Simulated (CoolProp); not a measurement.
Vapour pressure (MPa) of tetrahydrofuran: the reference equation beside estimates from Tc = 267.0 °C, pc = 5.304 MPa, ω = 0.234. Clausius-Clapeyron is anchored at 128.35 °C with a constant enthalpy of vaporisation of 26.29 kJ/mol.

The numbers come from the reference Helmholtz-energy equation of state, Fiedler 2023 in CoolProp.

| T (°C) | reference | Clausius-Clapeyron | van der Waals | Soave-Redlich-Kwong |
|---|---|---|---|---|
| 74.35 | 0.1321 | 0.1579 | 0.6810 | 0.1303 |
| 87.85 | 0.1962 | 0.2220 | 0.8357 | 0.1946 |
| 101.35 | 0.2821 | ? | 1.012 | 0.2815 |
| 114.85 | 0.3941 | 0.4083 | ? | 0.3955 |
| 128.35 | 0.5370 | 0.5370 | ? | 0.5418 |
| 141.75 | 0.7143 | 0.6925 | 1.680 | 0.7242 |
| 155.25 | 0.9338 | 0.8805 | 1.953 | ? |
| 168.75 | 1.200 | 1.103 | 2.253 | 1.227 |
| 182.25 | 1.519 | 1.364 | 2.580 | ? |
| 195.75 | 1.897 | 1.666 | 2.935 | 1.951 |
| 209.25 | ? | 2.012 | 3.319 | 2.411 |
| 222.65 | 2.858 | 2.401 | ? | ? |

Problem. Some entries are withheld; supply them.

Solution. 
- 101.35, Clausius-Clapeyron: 0.3044
- 114.85, van der Waals: 1.211
- 128.35, van der Waals: 1.434
- 155.25, Soave-Redlich-Kwong: 0.9511
- 182.25, Soave-Redlich-Kwong: 1.558
- 209.25, reference: 2.342
- 222.65, van der Waals: 3.730
- 222.65, Soave-Redlich-Kwong: 2.941

Absolute difference from the reference over all 12 rows, mean and median: Clausius-Clapeyron 9.5 and 9.1 %, van der Waals 158.6 and 122.2 %, Soave-Redlich-Kwong 1.7 and 1.6 %.
